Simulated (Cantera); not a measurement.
Charge: 1 mol Si₃N₄, 0.095 mol O₂, 3.2 mol N₂, 0.93 mol H₂O, at 0.0263 Torr.

Equilibrium computed with Cantera from the NASA thermochemical tables; the gas is ideal and each condensed phase is pure. Candidate condensed phases: H₂O, Si, SiO₂, Si₂N₂O, Si₃N₄; 35 gas species. Mutual solubility and eutectic melting of coexisting phases are not modelled. The tables' values for SiN are old estimates; treat these amounts as uncertain. Equilibrium is a limit: real reactors are often held back by kinetics, nucleation or transport.

x: gas mole fraction; n: condensed amount in mol.

| T (°C) | x N₂ | x H₂ | x Si | x SiO | x H | x Si₂ | x Si₂N | n Si₂N₂O(s) | n Si₃N₄(s) | n Si(s) | n Si(l) |
|---|---|---|---|---|---|---|---|---|---|---|---|
| 777 | 0.793 | 0.207 | <1e-12 | 6.05e-11 | 6.23e-7 | <1e-12 | <1e-12 | 1.12 | 0.253 | 0 | 0 |
| 852 | 0.793 | 0.207 | 3.89e-12 | 5.28e-9 | 3.41e-6 | <1e-12 | <1e-12 | 1.12 | 0.253 | 0 | 0 |
| 927 | 0.793 | 0.207 | 4.03e-10 | 2.61e-7 | 1.52e-5 | <1e-12 | <1e-12 | 1.12 | 0.253 | 0 | 0 |
| 1002 | 0.793 | 0.206 | 2.41e-8 | 8.10e-6 | 5.66e-5 | <1e-12 | ? | 1.12 | 0.253 | 0 | 0 |
| 1077 | 0.793 | 0.206 | 9.09e-7 | 0.000170 | 0.000183 | 5.62e-11 | ? | 1.12 | 0.254 | 0 | 0 |
| 1152 | 0.791 | 0.205 | 2.33e-5 | 0.00258 | 0.000523 | 8.61e-9 | ? | 1.11 | 0.257 | 0 | 0 |
| 1227 | 0.787 | 0.169 | 0.000301 | 0.0426 | 0.00122 | 3.85e-7 | ? | 0.887 | 0 | 0.992 | 0 |
| 1302 | 0.715 | 0.127 | 0.00164 | 0.154 | 0.00250 | 3.49e-6 | ? | 0 | 0 | 1.87 | 0 |
| 1377 | 0.710 | 0.124 | 0.00765 | 0.153 | 0.00541 | 2.58e-5 | ? | 0 | 0 | 1.82 | 0 |
| 1452 | 0.692 | 0.118 | 0.0290 | 0.149 | 0.0108 | 0.000138 | ? | 0 | 0 | 0 | 1.66 |
| 1527 | 0.644 | 0.105 | 0.0907 | 0.139 | 0.0196 | 0.000548 | ? | 0 | 0 | 0 | 1.13 |
| 1602 | 0.561 | 0.0842 | 0.199 | 0.121 | 0.0322 | 0.00115 | ? | 0 | 0 | 0 | 0 |
| 1677 | 0.555 | 0.0730 | 0.199 | 0.120 | 0.0524 | 0.000532 | ? | 0 | 0 | 0 | 0 |

Q: What belongs in the gaps?

A: 
- 1002, x Si₂N: 2.39e-11
- 1077, x Si₂N: 2.45e-9
- 1152, x Si₂N: 1.53e-7
- 1227, x Si₂N: 3.05e-6
- 1302, x Si₂N: 1.27e-5
- 1377, x Si₂N: 4.83e-5
- 1452, x Si₂N: 0.000140
- 1527, x Si₂N: 0.000307
- 1602, x Si₂N: 0.000360
- 1677, x Si₂N: 0.000104
